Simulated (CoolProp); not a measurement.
Vapour-liquid equilibrium of C2F6 (R116) (1) + R143a (2) at -76.65 °C; x and y are mole fractions of (1).

The numbers come from the multi-fluid Helmholtz-energy mixture model, Lemmon 2006 and Lemmon and Jacobsen 2000; pair parameters Bell 2016 in CoolProp.

| x | bubble pressure (MPa) | y at the bubble point | dew pressure at overall composition x (MPa) | liquid density (mol/L) |
|---|---|---|---|---|
| 0.05 | 0.03719 | 0.490 | 0.02067 | 14.59 |
| 0.2 | 0.07141 | 0.762 | 0.02437 | 13.98 |
| 0.35 | 0.08770 | 0.823 | 0.02966 | 13.41 |
| 0.5 | 0.09535 | 0.849 | 0.03784 | 12.89 |
| 0.65 | 0.09999 | 0.868 | 0.05203 | 12.42 |
| 0.8 | 0.1044 | 0.897 | 0.08114 | 12.02 |
| 0.95 | 0.1086 | 0.961 | 0.1083 | 11.68 |

No azeotrope shows between x = 0.05 and 0.95.

Pair parameters are fitted to limited data, so mixtures are less certain than the pure fluids. With so large a gap from Raoult's law the liquid may split in two, which this calculation doesn't test in full.
